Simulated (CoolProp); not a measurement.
Nitrogen at 627.52 K and 0.217 MPa is throttled through a valve to 0.0358 MPa with no heat exchange. Each further row changes one setting.

The numbers come from the reference Helmholtz-energy equation of state, Span 2000 in CoolProp.

```csv
case,final density (kg/m³)
as stated,(withheld)
outlet pressure 0.0107 MPa,(withheld)
outlet pressure 0.0465 MPa,(withheld)
```

Fill in the missing entries.


- as stated, final density (kg/m³): 0.192
- outlet pressure 0.0107 MPa, final density (kg/m³): 0.0574
- outlet pressure 0.0465 MPa, final density (kg/m³): 0.250
